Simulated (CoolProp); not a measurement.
Saturation properties of ethanol.

Computed with CoolProp (reference Helmholtz-energy equation of state, Schroeder 2014).

```csv
T (K),p (kPa),vapour density (kg/m³),enthalpy of vaporisation (kJ/kg),liquid cp (kJ/(kg K)),surface tension (mN/m),liquid viscosity (µPa s)
288.6,4.451,0.08576,930.7,2.362,22.8,1310
304.6,11.34,0.2078,913.5,2.487,21.3,[?]
320.7,26.12,0.4572,894.2,2.626,19.7,718
336.8,54.91,[?],872.3,2.780,18.1,551
352.9,106.8,1.735,847.4,2.945,16.6,432
368.9,[?],3.056,819.1,3.124,15.0,344
385,331.7,[?],786.4,3.320,13.4,277
401.1,540.6,8.264,748.9,3.531,11.8,[?]
```

Question: Some entries are withheld; supply them.

Answer: 
- 304.6, liquid viscosity (µPa s): 957
- 336.8, vapour density (kg/m³): 0.9232
- 368.9, p (kPa): 193.4
- 385, vapour density (kg/m³): 5.135
- 401.1, liquid viscosity (µPa s): 225

It boils at 351.6 K under 1 atm.

Viscosity comes from a separate model (Kiselev 2005). Surface tension comes from a separate correlation (Mulero 2012).
